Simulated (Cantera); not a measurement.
# FeS2 + O2 + H2O (roasting and sulfation)

Feed: 1 mol FeS2, 0.19 mol O2, 9.1 mol H2O, equilibrated at 7.00 bar.

These are equilibrium values from Cantera (NASA tables, ideal gas, pure condensed phases), not measurements of a reactor. Candidate condensed phases: Fe, FeO, Fe(OH)2, Fe(OH)3, FeS, FeSO4, FeS2, Fe2O3, Fe2(SO4)3, Fe3O4, H2O, H2SO4, S; 22 gas species. FeS: taken at fixed stoichiometry. Gases not in the tables: S3 to S7. The numbers say what is thermodynamically allowed, not how fast it happens.

| T (K) | x H2O | x H2S | x SO2 | x H2 | x S2 | n FeS2(s) | n Fe3O4(s) | n FeS(s) |
|---|---|---|---|---|---|---|---|---|
| 700 | 0.983 | 0.00170 | 0.0156 | 2.26e-5 | 4.47e-6 | 0.920 | 0.0267 | 0 |
| 775 | 0.978 | 0.00566 | 0.0161 | 0.000112 | 3.86e-5 | 0.899 | 0.0337 | 0 |
| 850 | 0.967 | 0.0152 | 0.0173 | 0.000411 | 0.000236 | 0.847 | 0.0510 | 0 |
| 925 | 0.898 | 0.0510 | 0.0457 | 0.000990 | 0.00357 | 0 | 0 | 1.00 |
| 1000 | 0.899 | 0.0492 | 0.0453 | 0.00203 | 0.00457 | 0 | 0 | 1.00 |
| 1075 | 0.898 | 0.0472 | 0.0451 | 0.00375 | 0.00557 | 0 | 0 | 1.00 |
| 1150 | 0.896 | 0.0450 | 0.0452 | 0.00637 | 0.00652 | 0 | 0 | 1.00 |
| 1225 | 0.894 | 0.0424 | 0.0458 | 0.0101 | 0.00738 | 0 | 0 | 1.000 |
| 1300 | 0.890 | 0.0397 | 0.0468 | 0.0150 | 0.00812 | 0 | 0 | 1.000 |
| 1375 | 0.885 | 0.0366 | 0.0482 | 0.0211 | 0.00869 | 0 | 0 | 1.000 |
x: gas mole fraction; n: condensed amount in mol.

From 700 K to 850 K the condensed part is FeS2(s) + Fe3O4(s). From 925 K to 1375 K the condensed part is FeS(s).
